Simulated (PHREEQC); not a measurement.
Dissolve 0.0038 mol HF and 0.00048 mol NH4HF2 per kg of water at 25 °C. Closed to the air; pH follows from the charge balance.

Equilibrium calculation in PHREEQC: ion-association model, phreeqc.dat.

| quantity | before | after |
|---|---|---|
| pH | 2.92 | 2.81 |
| ionic strength (mol/kgw) | 0.00175 | 0.00210 |
| F- (mol/kgw) | 0.00173 | 0.00206 |
| HF2- (mol/kgw) | 1.98e-5 | 3.58e-5 |
| NH3 (mol/kgw) | 2.15e-10 | 1.68e-10 |

Question: What was changed between the two runs?
(A) HF from 0.0038 to 0.0057 mol/kgw
(B) 0.00011 mol/kgw Ca(OH)2 added
(C) NH4HF2 from 0.00048 to 0.0024 mol/kgw
(D) 0.0026 mol/kgw Na2CO3 added
(E) NH4HF2 replaced by NH3 at the same molality

Answer: A, HF from 0.0038 to 0.0057 mol/kgw

Precipitation was switched off in this run.
